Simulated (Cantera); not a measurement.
# Thermodynamics of hydrogen reduction and annealing atmospheres, feed Cu2O + H2

Input: 1 mol Cu2O, 240 mol H2, equilibrated at 0.100 bar.

Method: chemical equilibrium by Gibbs-energy minimisation in Cantera with the NASA 1993 tables (ideal gas, pure condensed phases). Candidate condensed phases: Cu, CuO, Cu(OH)2, Cu2O, H2O; 12 gas species. Rates play no part.

From 702 °C to 1052 °C the condensed part is Cu(s). From 1102 °C to 1202 °C the condensed part is Cu(l).

```tsv
T (°C)	x H2	x H2O	x Cu	x H	x Cu2	x OH	n Cu(s)	n Cu(l)
702	0.996	0.00417	5.58e-11	3.61e-9	<1e-12	<1e-12	2.00	0
752	0.996	0.00417	4.15e-10	1.37e-8	<1e-12	<1e-12	2.00	0
802	0.996	0.00417	2.55e-9	4.63e-8	<1e-12	<1e-12	2.00	0
852	0.996	0.00417	1.34e-8	1.40e-7	<1e-12	3.06e-12	2.00	0
902	0.996	0.00417	6.05e-8	3.87e-7	1.28e-12	1.13e-11	2.00	0
952	0.996	0.00417	2.42e-7	9.83e-7	9.11e-12	3.74e-11	2.00	0
1002	0.996	0.00417	8.66e-7	2.33e-6	5.54e-11	1.13e-10	2.00	0
1052	0.996	0.00417	2.81e-6	5.16e-6	2.93e-10	3.15e-10	2.00	0
1102	0.996	0.00417	8.23e-6	1.08e-5	1.33e-9	8.14e-10	0	2.00
1152	0.996	0.00417	2.17e-5	2.15e-5	5.10e-9	1.97e-9	0	1.99
1202	0.996	0.00417	5.36e-5	4.09e-5	1.78e-8	4.49e-9	0	1.99
```
x: gas mole fraction; n: condensed amount in mol.
